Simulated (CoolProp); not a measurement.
A single-stage vapour-compression cycle with R11: evaporating at 288.15 K (dew point), condensing at 319.15 K (bubble point), superheat 0 K, subcooling 8 K, compressor efficiency 0.75, no pressure losses. Each further row changes one setting.

The numbers come from the reference Helmholtz-energy equation of state, Jacobsen 1992 in CoolProp.

```json
[
 {"case": "as stated", "cooling COP": "6.64", "pressure ratio": "2.85", "discharge temperature (K)": "333.1", "refrigerating effect (kJ/kg)": "164", "volumetric capacity (kJ/m³)": "714"},
 {"case": "evaporating temperature 293.15 K", "cooling COP": "8.17", "pressure ratio": "…", "discharge temperature (K)": "…", "refrigerating effect (kJ/kg)": "…", "volumetric capacity (kJ/m³)": "862"},
 {"case": "condensing temperature 314.15 K", "cooling COP": "8.04", "pressure ratio": "2.44", "discharge temperature (K)": "…", "refrigerating effect (kJ/kg)": "169", "volumetric capacity (kJ/m³)": "733"},
 {"case": "subcooling 13 K", "cooling COP": "6.82", "pressure ratio": "2.85", "discharge temperature (K)": "333.1", "refrigerating effect (kJ/kg)": "169", "volumetric capacity (kJ/m³)": "733"},
 {"case": "superheat 10 K", "cooling COP": "…", "pressure ratio": "2.85", "discharge temperature (K)": "344.0", "refrigerating effect (kJ/kg)": "…", "volumetric capacity (kJ/m³)": "…"},
 {"case": "compressor efficiency 0.65", "cooling COP": "5.75", "pressure ratio": "2.85", "discharge temperature (K)": "339.1", "refrigerating effect (kJ/kg)": "164", "volumetric capacity (kJ/m³)": "714"}
]
```

Problem. What belongs in the gaps?

Solution. 
- evaporating temperature 293.15 K, pressure ratio: 2.36
- evaporating temperature 293.15 K, discharge temperature (K): 330.4
- evaporating temperature 293.15 K, refrigerating effect (kJ/kg): 167
- condensing temperature 314.15 K, discharge temperature (K): 326.3
- superheat 10 K, cooling COP: 6.62
- superheat 10 K, refrigerating effect (kJ/kg): 170
- superheat 10 K, volumetric capacity (kJ/m³): 712
